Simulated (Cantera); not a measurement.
Feed: 1 mol SiHCl₃, a varied amount of NH₃, 19 mol N₂, held at 1348 K and 8500 Pa.

These are equilibrium values from Cantera (NASA tables, ideal gas, pure condensed phases), not measurements of a reactor. Candidate condensed phases: NH₄Cl, Si, Si₃N₄; 28 gas species. The tables' values for SiCl₃ are old estimates; treat these amounts as uncertain. Kinetics and transport are ignored.

x: gas mole fraction; n: condensed amount in mol.

| n(NH₃) (mol) | x N₂ | x H₂ | x HCl | x SiCl₄ | x SiCl₃ | x SiCl₂ | n Si₃N₄(s) |
|---|---|---|---|---|---|---|---|
| 1.4 | 0.826 | 0.0553 | 0.114 | 0.00308 | 0.000582 | (withheld) | 0.300 |
| 2.5 | 0.774 | 0.111 | 0.114 | 0.000789 | 0.000212 | (withheld) | 0.322 |
| 3.6 | 0.732 | 0.161 | 0.107 | 0.000303 | 0.000104 | (withheld) | 0.328 |
| 4.7 | 0.696 | 0.204 | 0.0998 | 0.000147 | 6.12e-5 | (withheld) | 0.330 |
| 5.7 | 0.668 | 0.238 | 0.0938 | 8.66e-5 | 4.14e-5 | (withheld) | 0.331 |
| 6.8 | 0.641 | 0.271 | 0.0879 | 5.29e-5 | 2.88e-5 | (withheld) | 0.331 |
| 7.9 | 0.617 | 0.300 | 0.0827 | 3.46e-5 | 2.11e-5 | (withheld) | 0.332 |
| 9 | 0.596 | 0.326 | 0.0780 | 2.38e-5 | 1.60e-5 | (withheld) | 0.332 |
| 10 | 0.579 | 0.347 | 0.0742 | 1.75e-5 | 1.28e-5 | (withheld) | 0.332 |
| 11 | 0.563 | 0.366 | 0.0707 | 1.32e-5 | 1.04e-5 | (withheld) | 0.332 |
| 12 | 0.549 | 0.384 | 0.0675 | 1.02e-5 | 8.61e-6 | (withheld) | 0.332 |
| 13 | 0.536 | 0.399 | 0.0646 | 8.03e-6 | 7.22e-6 | (withheld) | 0.333 |
| 14 | 0.524 | 0.414 | 0.0620 | 6.41e-6 | 6.12e-6 | (withheld) | 0.333 |

### Question
Some entries are withheld; supply them.

### Answer

- 1.4, x SiCl₂: 0.000552
- 2.5, x SiCl₂: 0.000286
- 3.6, x SiCl₂: 0.000180
- 4.7, x SiCl₂: 0.000128
- 5.7, x SiCl₂: 9.94e-5
- 6.8, x SiCl₂: 7.88e-5
- 7.9, x SiCl₂: 6.45e-5
- 9, x SiCl₂: 5.41e-5
- 10, x SiCl₂: 4.69e-5
- 11, x SiCl₂: 4.11e-5
- 12, x SiCl₂: 3.64e-5
- 13, x SiCl₂: 3.26e-5
- 14, x SiCl₂: 2.93e-5
